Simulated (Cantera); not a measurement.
A perfectly stirred reactor is fed with 2.65 % C2H4, 18.5 % O2, 69.3 % N2, 9.53 % CO2, equivalence ratio 0.43, at 101000 Pa; it is adiabatic with a 550 K inlet, and is followed from long to short residence time, starting on the burning branch (τ in s: 0.16, 0.072, 0.031, 0.014, 0.0059, 0.0025, 0.0011, 0.00048, 0.00021, 9.1e-05, 3.9e-05).

Model: GRI-Mech 3.0 (53 species, 325 reactions), integrated in Cantera. GRI-Mech 3.0 was tuned for natural gas; its chemistry of ethylene as a main component is partial and can be far from experiment.

x: mole fraction; the columns are a selection and need not sum to one.

| τ (s) | T (K) | x C2H4 | x O2 | x CO2 | x C2H6 | x CH2CO | x HO2 |
|---|---|---|---|---|---|---|---|
| 0.16 | 1503 | 8.67e-6 | 0.105 | 0.148 | 4.29e-11 | 5.35e-6 | 2.76e-6 |
| 0.072 | 1499 | 1.34e-5 | 0.106 | 0.147 | 1.04e-10 | 8.64e-6 | 4.48e-6 |
| 0.031 | 1493 | 2.11e-5 | 0.106 | 0.147 | 2.53e-10 | 1.41e-5 | 7.36e-6 |
| 0.014 | 1484 | 3.25e-5 | 0.106 | 0.146 | 5.81e-10 | 2.20e-5 | 1.15e-5 |
| 0.0059 | 1468 | 5.31e-5 | 0.107 | 0.144 | … | 3.52e-5 | 1.84e-5 |
| 0.0025 | 1441 | 9.22e-5 | 0.108 | 0.141 | … | 5.59e-5 | 2.89e-5 |
| 0.0011 | 1399 | 0.000179 | 0.110 | 0.136 | … | 9.11e-5 | 4.58e-5 |
| 0.00048 | 1311 | 0.000602 | 0.117 | 0.125 | … | 0.000212 | 9.42e-5 |
| 0.00021 | 550 | 0.0265 | 0.185 | 0.0953 | <1e-12 | <1e-12 | <1e-12 |
| 9.1e-5 | 550 | 0.0265 | 0.185 | 0.0953 | <1e-12 | <1e-12 | <1e-12 |
| 3.9e-5 | 550 | 0.0265 | 0.185 | 0.0953 | <1e-12 | <1e-12 | <1e-12 |

Problem. What belongs in the gaps?

Solution. 
- 0.0059, x C2H6: 1.52e-9
- 0.0025, x C2H6: 4.72e-9
- 0.0011, x C2H6: 2.01e-8
- 0.00048, x C2H6: 3.25e-7
